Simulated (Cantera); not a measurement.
**Ammonia decomposition in nitride growth gas**

An isothermal, constant-pressure homogeneous reactor starts with NH3 : H2 = 1 : 5.8 (molar parts), at 1825 K and 100000 Pa.

Detailed kinetics in Cantera: the gas-phase N/H chemistry of the illustrative SiF4/NH3 mechanism in the Surface Chemkin manual (1991). Walls and surfaces, which speed up NH3 decomposition in real reactors, are not modelled.

| t (s) | x NH3 | x H2 | x N2H4 | x NH2 | x N2H2 | x H |
|---|---|---|---|---|---|---|
| 2.00e-6 | 0.147 | 0.853 | <1e-12 | 2.62e-7 | <1e-12 | 5.33e-7 |
| 1.12e-5 | 0.147 | 0.853 | 4.30e-12 | 1.43e-6 | 8.60e-12 | 3.04e-6 |
| 6.32e-5 | 0.147 | 0.853 | 1.40e-10 | 8.00e-6 | 3.62e-10 | 1.71e-5 |
| 0.000356 | 0.147 | 0.853 | 4.18e-9 | 4.35e-5 | 1.46e-8 | 9.32e-5 |
| 0.00200 | 0.147 | 0.853 | 3.03e-8 | 0.000117 | 1.54e-7 | 0.000252 |
| 0.0112 | 0.144 | 0.854 | 3.05e-8 | 0.000118 | 1.56e-7 | 0.000257 |
| 0.0632 | 0.131 | 0.861 | 2.65e-8 | 0.000110 | 1.37e-7 | 0.000265 |
| 0.356 | 0.0836 | 0.888 | 1.31e-8 | 7.69e-5 | 6.90e-8 | 0.000302 |
| 2.00 | 0.0201 | 0.924 | 1.15e-9 | 2.28e-5 | 6.55e-9 | 0.000388 |
x: mole fraction; the columns are a selection and need not sum to one.

Equilibrium at this temperature and pressure: NH3 6.30e-6, H2 0.935, N2H4 <1e-12, NH2 7.82e-9, N2H2 <1e-12, H 0.000429 (gas phase only).
